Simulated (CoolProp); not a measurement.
Vapour pressure (kPa) of water: the reference equation beside estimates from Tc = 373.9 °C, pc = 22060 kPa, ω = 0.344. Clausius-Clapeyron is anchored at 184.15 °C with a constant enthalpy of vaporisation of 36.02 kJ/mol.

The numbers come from the reference Helmholtz-energy equation of state, Wagner 2002 in CoolProp.

```json
[
 {"T (°C)": "170.15", "reference": "795.1", "Lee-Kesler": "789.6", "Clausius-Clapeyron": "817.2", "Soave-Redlich-Kwong": "789.3", "Peng-Robinson": "790.5"},
 {"T (°C)": "177.15", "reference": "938.8", "Lee-Kesler": "937.1", "Clausius-Clapeyron": "951.3", "Soave-Redlich-Kwong": "936.4", "Peng-Robinson": "935.8"},
 {"T (°C)": "184.15", "reference": "1102", "Lee-Kesler": "1105", "Clausius-Clapeyron": "1102", "Soave-Redlich-Kwong": "1104", "Peng-Robinson": "1101"},
 {"T (°C)": "191.25", "reference": "1290", "Lee-Kesler": "1299", "Clausius-Clapeyron": "1274", "Soave-Redlich-Kwong": "1298", "Peng-Robinson": "1292"},
 {"T (°C)": "198.25", "reference": "1499", "Lee-Kesler": "1514", "Clausius-Clapeyron": "1463", "Soave-Redlich-Kwong": "1513", "Peng-Robinson": "1504"},
 {"T (°C)": "205.35", "reference": "1737", "Lee-Kesler": "1759", "Clausius-Clapeyron": "1677", "Soave-Redlich-Kwong": "1759", "Peng-Robinson": "1745"},
 {"T (°C)": "212.35", "reference": "1999", "Lee-Kesler": "2029", "Clausius-Clapeyron": "1911", "Soave-Redlich-Kwong": "2030", "Peng-Robinson": "2012"},
 {"T (°C)": "219.35", "reference": "2291", "Lee-Kesler": "2329", "Clausius-Clapeyron": "2169", "Soave-Redlich-Kwong": "2332", "Peng-Robinson": "2309"},
 {"T (°C)": "226.45", "reference": "2620", "Lee-Kesler": "2667", "Clausius-Clapeyron": "2458", "Soave-Redlich-Kwong": "2673", "Peng-Robinson": "2644"},
 {"T (°C)": "233.45", "reference": "2978", "Lee-Kesler": "3035", "Clausius-Clapeyron": "2771", "Soave-Redlich-Kwong": "3044", "Peng-Robinson": "3009"}
]
```

Absolute difference from the reference over all 10 rows, mean and median: Lee-Kesler 1.1 and 1.1 %, Clausius-Clapeyron 3.4 and 3.1 %, Soave-Redlich-Kwong 1.2 and 1.1 %, Peng-Robinson 0.5 and 0.5 %.
